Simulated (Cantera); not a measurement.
Feed: 1 mol CaCO₃, 0.86 mol H₂, held at 1850 K and 1.00 bar.

Cantera equilibrium calculation (NASA polynomials, part measured and part estimated; ideal gas, pure solids and liquids). Candidate condensed phases: C, C₆H₆, C₇H₈, C₈H₁₈, Ca, CaCO₃, CaO, Ca(OH)₂, H₂O; 115 gas species. Kinetics and transport are ignored.

Base state: CO 0.331, H₂O 0.331, CO₂ 0.207, H₂ 0.132, H 0.000195, OH 3.63e-5 (mole fractions); condensed: CaO(s).

What changes in the equilibrium state with this change: 0.87 mol CH₄ added?


```
species        before     after
-----------  --------  --------
H₂              0.132     0.557
CO              0.331     0.414
H₂O             0.331    0.0245
CO₂             0.207   0.00454
OH            3.63e-5   1.31e-6
H            0.000195  0.000402
CaO(s), mol     1.000     1.000
```
